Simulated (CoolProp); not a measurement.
Computed with CoolProp (reference Helmholtz-energy equation of state, Lemmon 2006). It is a short technical equation, of lower accuracy than the large ones.

Task: For toluene, give the phase and the cp (kJ/(kg K)), cv (kJ/(kg K)), Prandtl number at 620 K and 2.58 bar; 620 K and 15.5 bar; 620 K and 20.6 bar.

Result: 
- 620 K and 2.58 bar: gas; cp 2.19, cv 2.09, Prandtl number 0.715
- 620 K and 15.5 bar: gas; cp 2.29, cv 2.12, Prandtl number 0.751
- 620 K and 20.6 bar: gas; cp 2.35, cv 2.14, Prandtl number 0.772

Viscosity comes from a separate model (Avgeri 2015). Thermal conductivity comes from a separate model (Assael 2012).
